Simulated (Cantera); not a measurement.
Source: NASA polynomial tables (part measured, part estimated), evaluated in Cantera. Values are per mole of reaction as written; species without (g) are pure solids or liquids, kept so even where they would boil at 1 bar. ZrN: taken at fixed stoichiometry.

Problem. Between 300 and 2375 K, where is each reaction favourable under standard conditions?
- NO(g) + ZrO₂(g) ⇌ 3 O(g) + ZrN

Solution. 
- NO(g) + ZrO₂(g) ⇌ 3 O(g) + ZrN: ΔG° is 566 kJ at 300 K and 409 kJ at 2375 K; it stays positive (K < 1). ΔH° is 634 kJ and ΔS° 95 J/K at 2375 K.
